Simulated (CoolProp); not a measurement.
Vapour-liquid equilibrium of R125 (1) + R236FA (2) at 302.5 K; x and y are mole fractions of (1).

Values from CoolProp's multi-fluid Helmholtz-energy mixture model, Lemmon 2005 and Pan 2012; pair parameters Bell 2016.

```tsv
x	bubble pressure (bar)	y at the bubble point	dew pressure at overall composition x (bar)	liquid density (mol/L)
0.05	3.671	0.172	3.276	8.906
0.15	4.753	0.406	3.593	9.029
0.25	5.858	0.557	3.974	9.148
0.35	6.988	0.665	4.443	9.264
0.45	8.149	0.746	5.033	9.373
0.55	9.345	0.810	5.794	9.473
0.65	10.58	0.862	6.810	9.561
0.75	11.87	0.907	8.222	9.633
0.85	13.23	0.946	10.27	9.681
0.95	14.67	0.983	13.36	9.696
```

No azeotrope shows between x = 0.05 and 0.95.

The pair parameters rest on a limited set of measurements; away from them the model extrapolates.
